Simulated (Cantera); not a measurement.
Mixture: CH₄ : O₂ : N₂ = 1 : 3.03 : 19.7 (molar parts), equivalence ratio 0.66, at 1.00 atm, adiabatic and at constant volume. Ignition delay is the time to a rise of 400 K.

Model: GRI-Mech 3.0 (53 species, 325 reactions), integrated in Cantera.

Q: What does this change do: O2 3.03 to 4.2 parts?

A: 
```
quantity                                                before       after
--------------------------------------------------  ----------  ----------
delay at 1073 K                                        0.419 s     0.258 s
delay at 1223 K                                        43.0 ms     26.4 ms
delay at 1373 K                                        6.09 ms     3.88 ms
delay at 1523 K                                        1.20 ms    0.843 ms
delay at 1673 K                                       0.340 ms    0.262 ms
apparent activation energy between 1598 and 1748 K  170 kJ/mol  160 kJ/mol
```
